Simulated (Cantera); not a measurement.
Input: 1 mol MgO, 0.69 mol H₂O, 3.9 mol N₂, held at 1673.15 K and 130000 Pa.

Cantera equilibrium calculation (NASA polynomials, part measured and part estimated; ideal gas, pure solids and liquids). Candidate condensed phases: H₂O, Mg, MgO, Mg(OH)₂; 31 gas species. Rates play no part.

Base state: N₂ 0.850, H₂O 0.150, H₂ 0.000228, O₂ 7.63e-5, NO 5.17e-5, OH 4.79e-5 (mole fractions); condensed: MgO(s).

Question: What changes in the equilibrium state with this change: 0.0027 mol Cl₂ added?

Answer: 
| species | before | after |
|---|---|---|
| N₂ | 0.850 | 0.849 |
| H₂O | 0.150 | 0.149 |
| HCl | 0 | 0.00117 |
| O₂ | 7.63e-5 | 0.000284 |
| H₂ | 0.000228 | 0.000118 |
| NO | 5.17e-5 | 9.98e-5 |
| OH | 4.79e-5 | 6.64e-5 |
| MgO(s), mol | 1.000 | 1.000 |
Further candidate phases: MgCl₂, NH₄Cl.
